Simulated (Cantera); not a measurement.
A closed system holds: 1 mol SiH₄, 60 mol N₂, equilibrated at 0.0100 bar.

Method: chemical equilibrium by Gibbs-energy minimisation in Cantera with the NASA 1993 tables (ideal gas, pure condensed phases). Candidate condensed phases: Si, Si₃N₄; 18 gas species. N₂ is the only nitrogen source here; it is nearly inert below about 1500 K, so the nitride shown seldom forms there in practice. The tables' values for SiN are old estimates; treat these amounts as uncertain. Rates play no part.

x: gas mole fraction; n: condensed amount in mol.

| T (K) | x N₂ | x H₂ | x Si | x H | x Si₂N | x SiN | n Si₃N₄(s) | n Si(l) |
|---|---|---|---|---|---|---|---|---|
| 725 | 0.967 | 0.0326 | <1e-12 | <1e-12 | <1e-12 | <1e-12 | 0.333 | 0 |
| 875 | 0.967 | 0.0326 | <1e-12 | 9.06e-11 | <1e-12 | <1e-12 | 0.333 | 0 |
| 1025 | 0.967 | 0.0326 | <1e-12 | … | <1e-12 | <1e-12 | 0.333 | 0 |
| 1175 | 0.967 | 0.0326 | <1e-12 | 2.21e-7 | <1e-12 | <1e-12 | 0.333 | 0 |
| 1325 | 0.967 | 0.0326 | 2.01e-11 | 2.95e-6 | <1e-12 | 5.90e-12 | 0.333 | 0 |
| 1475 | 0.967 | 0.0326 | 1.19e-8 | 2.34e-5 | 5.04e-11 | 1.67e-9 | 0.333 | 0 |
| 1625 | 0.967 | 0.0325 | … | … | … | 1.65e-7 | 0.333 | 0 |
| 1775 | 0.967 | 0.0323 | 0.000156 | 0.000520 | 8.66e-6 | 7.35e-6 | 0.330 | 0 |
| 1925 | 0.965 | 0.0313 | 0.00174 | 0.00169 | 7.56e-5 | 5.36e-5 | 0 | 0.875 |
| 2075 | 0.955 | 0.0295 | 0.0102 | 0.00457 | 0.000268 | 0.000218 | 0 | 0.285 |

Question: Complete the blanks.

Answer: 
- 1025, x H: 7.87e-9
- 1625, x Si: 2.13e-6
- 1625, x H: 0.000127
- 1625, x Si₂N: 3.70e-8
